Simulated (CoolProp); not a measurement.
Vapour-liquid equilibrium of n-hexane (1) + ethanol (2) at 376 K; x and y are mole fractions of (1).

The numbers come from the multi-fluid Helmholtz-energy mixture model, Thol 2019 and Schroeder 2014; pair parameters Bell 2016 in CoolProp.

Give the bubble pressure and the first vapour's composition at x = 0.15, 0.45, 0.75. Is there an azeotrope?

x = 0.15: 0.3363 MPa, y = 0.350; x = 0.45: 0.3911 MPa, y = 0.533; x = 0.75: 0.3848 MPa, y = 0.602. y crosses x between x = 0.55 and 0.65: the model has an azeotrope there.

The pair parameters rest on a limited set of measurements; away from them the model extrapolates. With so large a gap from Raoult's law the liquid may split in two, which this calculation doesn't test in full.
